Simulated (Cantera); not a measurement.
An isothermal, constant-pressure homogeneous reactor starts with 4.59 % CH₄, 95.4 % N₂, at 1973 K and 0.0132 atm.

Computed with Cantera and GRI-Mech 3.0 (53 species, 325 reactions). GRI-Mech 3.0 stops at C3 and has no aromatics, soot or wall deposition, so with more carbon than oxygen in the feed, carbon stays in small species such as C2H2 where larger ones or solid carbon would form. Radical loss at walls, strong at low pressure, is not modelled.

Q: Predict: x(CH₄) at 20.0 s; x(HCN) at 20.0 s; x(CH₂) at 20.0 s; x(CH₃) at 20.0 s; x(C₂H₂) at 20.0 s.

A: 
```json
{
 "x(CH₄) at 20.0 s": "8.61e-8 (gas-phase equilibrium 2.25e-7)",
 "x(HCN) at 20.0 s": "0.000190 (gas-phase equilibrium 0.0371)",
 "x(CH₂) at 20.0 s": "4.68e-9 (gas-phase equilibrium 1.22e-8)",
 "x(CH₃) at 20.0 s": "7.91e-8 (gas-phase equilibrium 2.07e-7)",
 "x(C₂H₂) at 20.0 s": "0.0218 (gas-phase equilibrium 0.00335)"
}
```
